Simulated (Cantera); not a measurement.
A perfectly stirred reactor is fed with CH4 : H2 : O2 : N2 = 1 : 0.38 : 4.06 : 15.2 (molar parts), equivalence ratio 0.54, at 100000 Pa; it is adiabatic with a 698 K inlet, and is followed from long to short residence time, starting on the burning branch (τ in s: 0.15, 0.065, 0.027, 0.012, 0.0049, 0.0021, 0.00087, 0.00036, 0.00015, 6.5e-05, 2.7e-05, 1.2e-05, 4.9e-06).

Computed with Cantera and GRI-Mech 3.0 (53 species, 325 reactions).

One state of this run: T (K) = 1880; x CH4 = 1.44e-5; x H2 = 0.000257; x O2 = 0.0910; x CO = 0.000659; x C2H2 = 6.09e-10; x CO2 = 0.0482; x HCN = 8.05e-9. x: mole fraction; the columns are a selection and need not sum to one.

Which value of τ (s) does it belong to?
(A) 0.00087
(B) 0.027
(C) 0.15
(D) 6.5e-5

B, 0.027
